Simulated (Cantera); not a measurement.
A perfectly stirred reactor is fed with CH4 : C2H6 : C3H8 : O2 : N2 = 1 : 0.072 : 0.15 : 3 : 11.3 (molar parts), equivalence ratio 1.0, at 100000 Pa; it is adiabatic with a 600 K inlet, and is followed from long to short residence time, starting on the burning branch (τ in s: 0.065, 0.035, 0.018, 0.0099, 0.0053, 0.0028, 0.0015, 0.0008, 0.00043, 0.00023, 0.00012, 6.6e-05, 3.5e-05).

Cantera simulation using GRI-Mech 3.0 (53 species, 325 reactions); the numbers are that mechanism's predictions, not measurements. GRI-Mech 3.0 was tuned for natural gas; its chemistry of propane as a main component is partial and can be far from experiment.

x: mole fraction; the columns are a selection and need not sum to one.

```tsv
τ (s)	T (K)	x CH4	x C2H6	x C3H8	x NO	x O	x CH2
0.065	2366	1.95e-6	1.55e-8	[?]	0.00224	0.000836	1.46e-7
0.035	2357	3.35e-6	2.86e-8	[?]	0.00180	0.000935	2.52e-7
0.018	2341	5.82e-6	5.53e-8	[?]	0.00134	0.00111	4.35e-7
0.0099	2319	9.28e-6	9.94e-8	[?]	0.000988	0.00135	6.79e-7
0.0053	2288	1.48e-5	1.82e-7	[?]	0.000693	0.00172	1.03e-6
0.0028	2248	2.39e-5	3.32e-7	[?]	0.000470	0.00222	1.54e-6
0.0015	2203	3.85e-5	5.92e-7	[?]	0.000318	0.00284	2.21e-6
0.00080	2154	6.37e-5	1.06e-6	[?]	0.000215	0.00353	3.20e-6
0.00043	2103	0.000108	1.89e-6	[?]	0.000148	0.00422	4.66e-6
0.00023	2050	0.000194	3.47e-6	[?]	0.000103	0.00479	7.05e-6
0.00012	1995	0.000383	6.93e-6	[?]	7.06e-5	0.00503	1.16e-5
6.6e-5	1934	0.000813	1.48e-5	[?]	4.70e-5	0.00456	2.03e-5
3.5e-5	600	0.0644	0.00464	[?]	<1e-12	<1e-12	<1e-12
```

Question: Some entries are withheld; supply them.

Answer: 
- 0.065, x C3H8: 3.88e-8
- 0.035, x C3H8: 6.99e-8
- 0.018, x C3H8: 1.29e-7
- 0.0099, x C3H8: 2.20e-7
- 0.0053, x C3H8: 3.78e-7
- 0.0028, x C3H8: 6.44e-7
- 0.0015, x C3H8: 1.08e-6
- 0.00080, x C3H8: 1.83e-6
- 0.00043, x C3H8: 3.15e-6
- 0.00023, x C3H8: 5.64e-6
- 0.00012, x C3H8: 1.11e-5
- 6.6e-5, x C3H8: 2.33e-5
- 3.5e-5, x C3H8: 0.00966
